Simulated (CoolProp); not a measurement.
Model: reference Helmholtz-energy equation of state, Zhou 2016, in CoolProp.

Q: For R245ca, give the phase and the cv (kJ/(kg K)), speed of sound (m/s), Joule-Thomson coefficient (K/MPa) at 450 K and 0.0384 MPa; 450 K and 0.0788 MPa; 450 K and 0.683 MPa.

A: 
- 450 K and 0.0384 MPa: gas; cv 1.10, speed of sound 171, Joule-Thomson coefficient 7.39
- 450 K and 0.0788 MPa: gas; cv 1.10, speed of sound 171, Joule-Thomson coefficient 7.43
- 450 K and 0.683 MPa: gas; cv 1.11, speed of sound 162, Joule-Thomson coefficient 7.97
